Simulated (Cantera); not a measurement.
A Cantera script and what it prints.

```python
import numpy as np
import cantera as ct

gas_names = """
    H H2 H2S Ni NiS S SH S2 S8
""".split()
cond_names = """
    Ni(cr) Ni(L) NiS(b) NiS(a) NiS(L) NiS2(s) NiS2(L) Ni3S2(I) Ni3S2(II) Ni3S2(L) Ni3S4(s) S(cr1) S(cr2)
    S(L)
""".split()


def load(file, names, dense=False):
    # The tables refer to 1 bar. Condensed volumes are neglected.
    table = {s.name: s for s in ct.Species.list_from_file(file)}
    out = []
    for n in names:
        d = dict(table[n].input_data)
        d["thermo"] = dict(d["thermo"], **{"reference-pressure": 1e5})
        if dense:
            d["equation-of-state"] = {"model": "constant-volume", "density": "1e6 g/cm^3"}
        out.append(ct.Species.from_dict(d))
    return out


gas = ct.Solution(thermo="ideal-gas", species=load("nasa_gas.yaml", gas_names))
cond = {s.name: ct.Solution(thermo="fixed-stoichiometry", species=[s], name=s.name)
        for s in load("nasa_condensed.yaml", cond_names, dense=True)}
atoms = {
    'NiS': {'Ni': 1, 'S': 1},
    'H2': {'H': 2},
}
top_T = {'Ni3S4(s)': 620}  # K; cautious upper limits of use, not melting points


def equilibrate(T, P, feed):
    n = {}
    for name, mol in feed.items():
        for a, k in atoms[name].items():
            n[a] = n.get(a, 0.0) + k * mol
    gas.TPX = T, P, n
    mass = sum(n.values()) * gas.mean_molecular_weight
    gas.equilibrate("TP")
    valid = [c for c in cond.values() if c.min_temp <= T <= top_T.get(c.name, c.max_temp)]
    mix = ct.Mixture([(gas, mass / gas.mean_molecular_weight)] + [(c, 0.0) for c in valid])
    mix.T, mix.P = T, P
    mix.equilibrate("TP", solver="vcs", rtol=1e-11, max_steps=5000)
    return mix


results = []
feed = {'NiS': 1, 'H2': 1900}  # mol
T = 1073  # K
P = 630000  # Pa
mix = equilibrate(T, P, feed)
results.append((T, P, feed, dict(zip(mix.species_names, mix.species_moles))))
x = sorted(zip(gas.X, gas.species_names), reverse=True)
print(f"T = {T:g} K  P = {P:g} Pa  gas = {mix.phase_moles(0):.4g} mol")
print("   x: " + "  ".join(f"{s} {v:.3e}" for v, s in x if v > 1e-06))
print("   condensed (mol): " + ("  ".join(f"{mix.phase(i).name} {mix.phase_moles(i):.4g}"
      for i in range(1, mix.n_phases) if mix.phase_moles(i) > 1e-12) or "none"))
```

Output:

```
T = 1073 K  P = 630000 Pa  gas = 1900 mol
   x: H2 9.995e-01  H2S 5.263e-04
   condensed (mol): Ni(cr) 1
```

These are equilibrium values from Cantera (NASA tables, ideal gas, pure condensed phases), not measurements of a reactor.
